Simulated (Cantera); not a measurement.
Input: 1 mol Si, 0.73 mol CO2, 1.4 mol H2, equilibrated at 0.190 bar.

Cantera equilibrium calculation (NASA polynomials, part measured and part estimated; ideal gas, pure solids and liquids). Candidate condensed phases: C, C6H6, C7H8, C8H18, H2O, Si, SiC, SiO2; 123 gas species. Mutual solubility and eutectic melting of coexisting phases are not modelled. The tables hold silica as quartz up to 1696 K and as liquid above; real silica turns to tridymite and cristobalite and melts near 1996 K. Kinetics and transport are ignored.

Task: At 1150 °C, list the 6 most abundant gas species with their mole fractions, and the condensed phases.

Result: H2 0.967, CO 0.0324, CH4 0.000676, SiO 4.52e-5, H2O 1.84e-5, H 1.50e-5. Condensed: C(graphite) + SiC(s) + SiO2(β-quartz).
